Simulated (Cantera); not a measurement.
Feed: 1 mol Cu, 11 mol H₂O, 0.59 mol CO, at 0.400 bar.

These are equilibrium values from Cantera (NASA tables, ideal gas, pure condensed phases), not measurements of a reactor. Candidate condensed phases: C, C₆H₆, C₇H₈, C₈H₁₈, Cu, CuO, Cu(OH)₂, Cu₂O, H₂O; 113 gas species. Equilibrium is a limit: real reactors are often held back by kinetics, nucleation or transport.

x: gas mole fraction; n: condensed amount in mol.

| T (°C) | x H₂O | x CO₂ | x H₂ | x CO | x Cu | x OH | n Cu(s) | n Cu(l) |
|---|---|---|---|---|---|---|---|---|
| 900 | 0.901 | 0.0477 | 0.0477 | 0.00321 | 1.43e-8 | 5.30e-9 | 1.00 | 0 |
| 975 | 0.902 | 0.0471 | 0.0471 | (withheld) | (withheld) | (withheld) | 1.000 | 0 |
| 1050 | 0.903 | 0.0465 | 0.0465 | 0.00444 | 6.71e-7 | 1.52e-7 | 1.000 | 0 |
| 1125 | 0.903 | 0.0459 | 0.0459 | 0.00504 | 3.24e-6 | 6.22e-7 | 0 | 1.000 |
| 1200 | 0.904 | 0.0453 | 0.0453 | 0.00562 | 1.29e-5 | 2.21e-6 | 0 | 1.000 |
| 1275 | 0.904 | 0.0447 | 0.0447 | 0.00617 | 4.50e-5 | 6.95e-6 | 0 | 0.999 |
| 1350 | 0.905 | 0.0442 | 0.0442 | 0.00670 | 0.000139 | 1.97e-5 | 0 | 0.998 |
| 1425 | 0.905 | 0.0437 | 0.0437 | 0.00719 | (withheld) | (withheld) | 0 | 0.996 |
| 1500 | 0.905 | 0.0432 | 0.0432 | 0.00766 | 0.000986 | 0.000121 | 0 | 0.989 |

What belongs in the gaps?


- 1425, x Cu: 0.000387
- 1425, x OH: 5.09e-5
- 975, x CO: 0.00383
- 975, x Cu: 1.10e-7
- 975, x OH: 3.14e-8
